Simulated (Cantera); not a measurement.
Standard-state values (1 bar) from the NASA 1993 polynomials, evaluated with Cantera. Values are per mole of reaction as written; species without (g) are pure solids or liquids, kept so even where they would boil at 1 bar.

### Question
Between 300 and 823 K, where is each reaction favourable under standard conditions?
- 2 O(g) + CO(g) + 2 Na ⇌ Na2CO3
- Na2CO3 ⇌ 2 Na(g) + 3 O(g) + C

### Answer
- 2 O(g) + CO(g) + 2 Na ⇌ Na2CO3: ΔG° is -1374 kJ at 300 K and -1114 kJ at 823 K; it stays negative (K > 1). ΔH° is -1515 kJ and ΔS° -487 J/K at 823 K.
- Na2CO3 ⇌ 2 Na(g) + 3 O(g) + C: ΔG° is 1896 kJ at 300 K and 1556 kJ at 823 K; it stays positive (K < 1). ΔH° is 2078 kJ and ΔS° 634 J/K at 823 K.
